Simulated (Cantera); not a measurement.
Cantera run, input and output.

```python
import numpy as np
import cantera as ct

gas = ct.Solution("gri30.yaml")
gas.TPX = 1075, 101325, {'C3H8': 1, 'H2': 98}
reactor = ct.IdealGasConstPressureReactor(gas, energy="off", clone=False)
net = ct.ReactorNet([reactor])
net.rtol, net.atol = 1e-08, 1e-18
show = ['C3H8', 'H2', 'CH2', 'CH3', 'C2H2']
times = np.geomspace(2e-06, 70, 11)

steps = ct.SolutionArray(gas, extra=["t"])
rows = []
print(f"{'t/s':>10s}{'T/K':>9s}{'P/Pa':>11s}" + "".join(f"{s:>11s}" for s in show))
for t in times:
    while net.time < t:
        t_next = net.step()
        steps.append(gas.state, t=t_next)
    rows.append([np.interp(t, steps.t, y) for y in (steps.T, steps.P, *steps(*show).X.T)])
    print(f"{t:10.3e}{rows[-1][0]:9.1f}{rows[-1][1]:11.4g}" + "".join(f"{x:11.3e}" for x in rows[-1][2:]))
rate = np.gradient(steps.T, steps.t)
print("integrator steps:", len(steps.t))
if steps.T.max() > steps.T[0] + 200:
    print(f"time of steepest temperature rise: {steps.t[rate.argmax()]:.4e} s")
gas.TPX = 1075, 101325, {'C3H8': 1, 'H2': 98}
gas.equilibrate("TP")
print(f"equilibrium (TP): T = {gas.T:.1f} K  " + "  ".join(f"{s} {gas[s].X[0]:.3e}" for s in show))
```

Output:

```
       t/s      T/K       P/Pa       C3H8         H2        CH2        CH3       C2H2
 2.000e-06   1075.0  1.013e+05  1.010e-02  9.899e-01  6.330e-20  1.803e-09  1.756e-20
 1.136e-05   1075.0  1.013e+05  1.010e-02  9.899e-01  1.258e-17  9.357e-09  1.278e-17
 6.454e-05   1075.0  1.013e+05  1.010e-02  9.899e-01  1.336e-15  6.957e-08  1.550e-14
 3.666e-04   1075.0  1.013e+05  1.008e-02  9.899e-01  5.476e-14  4.198e-07  1.776e-11
 2.083e-03   1075.0  1.013e+05  9.693e-03  9.895e-01  6.760e-13  1.442e-06  1.115e-08
 1.183e-02   1075.0  1.013e+05  7.039e-03  9.869e-01  4.954e-13  1.109e-06  7.485e-07
 6.722e-02   1075.0  1.013e+05  1.916e-03  9.818e-01  6.294e-14  2.661e-07  9.355e-06
 3.818e-01   1075.0  1.013e+05  5.069e-05  9.797e-01  9.106e-15  7.067e-08  3.085e-05
 2.169e+00   1075.0  1.013e+05  3.757e-07  9.786e-01  1.041e-14  8.131e-08  4.687e-05
 1.232e+01   1075.0  1.013e+05  2.976e-07  9.748e-01  1.228e-14  1.104e-07  2.777e-05
 7.000e+01   1075.0  1.013e+05  4.269e-08  9.705e-01  4.980e-15  8.338e-08  4.602e-06
integrator steps: 1072
equilibrium (TP): T = 1075.0 K  C3H8 1.070e-11  H2 9.697e-01  CH2 4.495e-17  CH3 8.155e-09  C2H2 3.725e-09
```

Computed with Cantera and GRI-Mech 3.0 (53 species, 325 reactions). GRI-Mech 3.0 was tuned for natural gas; its chemistry of propane as a main component is partial and can be far from experiment. GRI-Mech 3.0 stops at C3 and has no aromatics, soot or wall deposition, so with more carbon than oxygen in the feed, carbon stays in small species such as C2H2 where larger ones or solid carbon would form.
